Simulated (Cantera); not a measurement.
# Catalytic combustion on Pt

An isothermal plug-flow reactor at 1125 K and 500000 Pa (inlet), inlet velocity 0.68 m/s, active area per volume 990 1/m; feed 0.756 % CH4, 2.24 % O2, 93.3 % N2, 3.66 % H2O, equivalence ratio 0.67.

Cantera simulation using Deutschmann's 1995 Pt surface mechanism with GRI-Mech 3.0 gas chemistry; the numbers are that mechanism's predictions, not measurements. Catalytic surfaces can have several steady states; this one follows from the mechanism file's or the stated starting coverage. Mass transfer to the wall is taken as infinitely fast.

| z (m) | x CH4 | x O2 | x H2O | x CO2 | x CO | θ free Pt | θ O* | θ OH* |
|---|---|---|---|---|---|---|---|---|
| 0.00019 | 0.00704 | 0.0214 | 0.0376 | 0.000502 | 6.73e-6 | 0.339 | 0.655 | 0.00623 |
| 0.00032 | 0.00671 | 0.0208 | 0.0383 | 0.000835 | 6.44e-6 | 0.341 | 0.653 | 0.00630 |
| 0.00053 | 0.00618 | 0.0197 | 0.0393 | 0.00135 | 5.98e-6 | 0.344 | 0.650 | 0.00639 |
| 0.00088 | 0.00538 | 0.0182 | 0.0409 | 0.00213 | 5.27e-6 | 0.348 | 0.645 | 0.00654 |
| 0.0015 | 0.00416 | 0.0158 | 0.0433 | 0.00333 | 4.17e-6 | 0.356 | 0.637 | 0.00676 |
| 0.0024 | 0.00279 | 0.0131 | 0.0460 | 0.00466 | 2.89e-6 | 0.367 | 0.626 | 0.00700 |
| 0.0041 | 0.00123 | 0.0100 | 0.0491 | 0.00617 | 1.39e-6 | 0.381 | 0.612 | 0.00728 |
| 0.0068 | 0.000293 | 0.00819 | 0.0509 | 0.00709 | 4.63e-7 | 0.391 | 0.601 | 0.00745 |
| 0.011 | 2.82e-5 | 0.00762 | 0.0515 | 0.00738 | 1.25e-7 | 0.395 | 0.597 | 0.00750 |
| 0.019 | 3.17e-7 | 0.00750 | 0.0516 | 0.00744 | 4.87e-8 | 0.396 | 0.597 | 0.00752 |
x: gas mole fraction; θ: surface coverage.
